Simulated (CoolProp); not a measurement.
Nitrogen along the isotherm 202.9 K: Z from the reference equation and from simpler models built on Tc = 126.2 K, pc = 3.396 MPa, ω = 0.037; each cubic takes its own stable root.

Computed with CoolProp (reference Helmholtz-energy equation of state, Span 2000).

```tsv
p (MPa)	phase	reference	Pitzer virial	Soave-Redlich-Kwong	Peng-Robinson
0.637	gas	0.9872	0.9872	0.9876	0.9834
1.27	gas	0.9746	0.9744	0.9756	0.9675
1.91	gas	0.9622	0.9615	0.9640	0.9521
2.55	gas	0.9502	0.9486	0.9528	0.9374
3.18	gas	0.9387	0.9359	0.9424	0.9236
3.82	supercritical	0.9275	0.9230	0.9324	0.9105
4.46	supercritical	0.9168	0.9101	0.9230	0.8982
5.09	supercritical	0.9068	0.8974	0.9145	0.8870
```
